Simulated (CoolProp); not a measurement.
Saturation properties of R113 (Tc = 487.2 K, pc = 3392 kPa, ω = 0.253).

Computed with CoolProp (reference Helmholtz-energy equation of state, Marx 1992).

```
T (K)  p (kPa)  liquid density (kg/m³)  vapour density (kg/m³)  enthalpy of vaporisation (kJ/kg)  liquid cp (kJ/(kg K))  surface tension (mN/m)
-----  -------  ----------------------  ----------------------  --------------------------------  ---------------------  ----------------------
285.1    26.08                    1594                   2.094                             155.2                 0.9059                    18.7
288.8    30.59                    1585                   2.429                             154.1                 0.9092                    18.3
292.4    35.57                    1577                   2.795                             153.1                 0.9125                    17.8
296      41.16                    1568                   3.202                             152.0                 0.9158                    17.4
299.7    47.63                    1559                   3.669                             150.9                 0.9193                    17.0
303.3    54.68                    1551                   4.172                             149.8                 0.9228                    16.6
306.9    62.53                    1542                   4.728                             148.7                 0.9263                    16.2
310.6    71.50                    1533                   5.358                             147.5                 0.9300                    15.8
314.2    81.17                    1524                   6.033                             146.4                 0.9336                    15.4
317.8    91.84                    1515                   6.772                             145.3                 0.9373                    15.0
321.5    103.9                    1506                   7.602                             144.1                 0.9412                    14.6
325.1    116.8                    1497                   8.485                             142.9                 0.9450                    14.2
328.7    131.0                    1488                   9.445                             141.7                 0.9489                    13.8
332.3    146.4                    1479                   10.49                             140.5                 0.9529                    13.4
336      163.6                    1470                   11.65                             139.3                 0.9571                    13.0
```

It boils at 320.7 K under 1 atm.

Surface tension comes from a separate correlation (Mulero 2012).
